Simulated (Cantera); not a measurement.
Charge: 1 mol Si, 1.5 mol F₂, 0.11 mol N₂, 0.86 mol NF₃, held at 1125 °C and 0.00160 bar.

Method: chemical equilibrium by Gibbs-energy minimisation in Cantera with the NASA 1993 tables (ideal gas, pure condensed phases). Candidate condensed phases: Si, Si₃N₄; 16 gas species. The numbers say what is thermodynamically allowed, not how fast it happens.

Base state: F 0.506, SiF₄ 0.321, N₂ 0.173, F₂ 0.000146 (mole fractions); condensed: gas only.

**Question.** What changes in the equilibrium state with this change: 0.059 mol H₂O added?

**Answer.** 
```json
[
 {"species": "F", "before": "0.506", "after": "0.464"},
 {"species": "SiF₄", "before": "0.321", "after": "0.318"},
 {"species": "N₂", "before": "0.173", "after": "0.171"},
 {"species": "HF", "before": "0", "after": "0.0375"},
 {"species": "O₂", "before": "0", "after": "0.00933"},
 {"species": "NO", "before": "0", "after": "7.04e-5"},
 {"species": "F₂", "before": "0.000146", "after": "0.000123"}
]
```
Further candidate phases: H₂O, SiO₂, Si₂N₂O.

**Question.** What changes in the equilibrium state with this change: temperature from 1125 °C to 575 °C?

**Answer.** 
```csv
species,before,after
SiF₄,0.321,0.388
F₂,0.000146,0.210
N₂,0.173,0.209
F,0.506,0.192
NF₃,<1e-9,0.000470
```

**Question.** What changes in the equilibrium state with this change: temperature from 1125 °C to 402 °C?

**Answer.** 
```
species    before   after
-------  --------  ------
SiF₄        0.321   0.457
F₂       0.000146   0.249
N₂          0.173   0.211
F           0.506  0.0107
NF₃         <1e-9  0.0713
```
